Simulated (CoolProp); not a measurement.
Computed with CoolProp (reference Helmholtz-energy equation of state, Penoncello 2003).

Q: Give the vapour pressure (MPa), liquid density (kg/m³), enthalpy of vaporisation (kJ/kg), vapour Z of saturated CHF3 (R23) at -75.45, -64.25 °C.

A: 
| T (°C) | p (MPa) | liquid density (kg/m³) | enthalpy of vaporisation (kJ/kg) | vapour Z |
|---|---|---|---|---|
| -75.45 | 0.146 | 1420 | 234 | 0.946 |
| -64.25 | 0.256 | 1380 | 224 | 0.923 |
